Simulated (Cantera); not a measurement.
A closed system holds: 1 mol SiCl₄, 2.2 mol N₂, 0.33 mol NH₃, equilibrated at 1200 K and 1.00 Torr.

Cantera equilibrium calculation (NASA polynomials, part measured and part estimated; ideal gas, pure solids and liquids). Candidate condensed phases: NH₄Cl, Si, Si₃N₄; 28 gas species. The tables' values for SiCl₃ are old estimates; treat these amounts as uncertain. Kinetics and transport are ignored.

Base state: N₂ 0.564, HCl 0.215, SiCl₄ 0.185, H₂ 0.0170, SiCl₃ 0.0123, SiCl₂ 0.00721, SiHCl₃ 0.000399 (mole fractions); condensed: Si₃N₄(s).

Q: What changes in the equilibrium state with this change: SiCl₄ replaced by Si₂Cl₆?

A: 
```tsv
species	before	after
N₂	0.564	0.459
SiCl₄	0.185	0.289
HCl	0.215	0.209
SiCl₃	0.0123	0.0179
H₂	0.0170	0.0139
SiCl₂	0.00721	0.00966
SiHCl₃	0.000399	0.000521
Si₃N₄(s), mol	0.0621	0.226
```
The feed counts by its element totals alone.

Q: What changes in the equilibrium state with this change: NH₃ from 0.33 to 0.18 mol?

A: 
```tsv
species	before	after
N₂	0.564	0.610
SiCl₄	0.185	0.226
HCl	0.215	0.136
H₂	0.0170	0.00601
SiCl₃	0.0123	0.0141
SiHCl₃	0.000399	0.000271
SiCl₂	0.00721	0.00776
Si₃N₄(s), mol	0.0621	0.0322
```

Q: What changes in the equilibrium state with this change: NH₃ from 0.33 to 3.2 mol?

A: 
```
species          before     after
-------------  --------  --------
HCl               0.215     0.366
N₂                0.564     0.323
H₂               0.0170     0.300
SiCl₄             0.185   0.00730
SiCl₃            0.0123   0.00120
SiCl₂           0.00721   0.00173
SiHCl₃         0.000399  0.000163
Si₃N₄(s), mol    0.0621     0.299
```
